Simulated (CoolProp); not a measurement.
The fluid at 436.1 K and 1.56 MPa flows at 2.1 m/s in a round tube of 25 mm bore and 0.25 µm roughness, fully developed (64/Re and Nu = 3.66 if laminar; Colebrook and Gnielinski if turbulent). The same conditions are run with several fluids, on thermodynamics alone (safety and materials aside).

Values from CoolProp's reference Helmholtz-energy equation of state of each fluid (propylene: Lemmon 2013; oxygen: Schmidt 1985; R410A: Lemmon 2003; R22: Kamei 1995; propane: Lemmon 2009). Blends and air are pseudo-pure fits.

Problem. Rank propylene, oxygen, R410A, R22, propane by Reynolds number, highest first.

Solution. R22 (104000), R410A (90200), propane (89200), propylene (78700), oxygen (25900)

```tsv
fluid	Darcy friction factor	pressure drop (Pa/m)	heat-transfer coefficient (W/(m² K))	mass flow (kg/h)
propylene	0.0190	32.5	227	72.1
oxygen	0.0243	29.5	94.0	51.0
R410A	0.0184	53.5	181	122
R22	0.0179	62.6	174	147
propane	0.0185	33.4	262	76.2
```

Above 300 K oxygen's equation is extrapolated.

Transport values come from each fluid's own correlations; those of propylene, R22 are estimates that may be off by 10 % or more.
